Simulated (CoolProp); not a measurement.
c-C4F8 (RC318) at 308.79 K and 20.5 MPa is throttled through a valve to 11.9 MPa with no heat exchange. Each further row changes one setting.

Values from CoolProp's reference Helmholtz-energy equation of state, Platzer 1990. This equation is an older, rougher fit; its heat capacities, sound speeds and derivatives of the liquid may be far off and weren't checked against measurements.

| case | temperature change (K) | final density (kg/m³) |
|---|---|---|
| as stated | +2.0 | [?] |
| outlet pressure 3.57 MPa | +3.3 | [?] |
| outlet pressure 15.5 MPa | +1.2 | [?] |

Question: Fill in the missing entries.

Answer: 
- as stated, final density (kg/m³): 1520
- outlet pressure 3.57 MPa, final density (kg/m³): 1470
- outlet pressure 15.5 MPa, final density (kg/m³): 1540
